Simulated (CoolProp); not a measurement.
The fluid at 298.15 K and 0.31 MPa flows at 2.8 m/s in a round tube of 6 mm bore and 1.5 µm roughness, fully developed (64/Re and Nu = 3.66 if laminar; Colebrook and Gnielinski if turbulent). The same conditions are run with several fluids, on thermodynamics alone (safety and materials aside).

The numbers come from the reference Helmholtz-energy equation of state of each fluid (R227EA: Lemmon 2016; normal hydrogen: Leachman 2009; R410A: Lemmon 2003) in CoolProp. Blends and air are pseudo-pure fits.

Problem. Rank R227EA, normal hydrogen, R410A by Reynolds number, highest first.

Solution. R227EA (34000), R410A (12300), normal hydrogen (475)

| fluid | Darcy friction factor | pressure drop (Pa/m) | heat-transfer coefficient (W/(m² K)) | mass flow (kg/h) |
|---|---|---|---|---|
| R227EA | 0.0235 | 359 | 183 | 6.66 |
| normal hydrogen | 0.135 | 22.2 | 114 | 0.0717 |
| R410A | 0.0297 | 184 | 85.9 | 2.70 |

Transport values come from each fluid's own correlations; those of R227EA are estimates that may be off by 10 % or more.
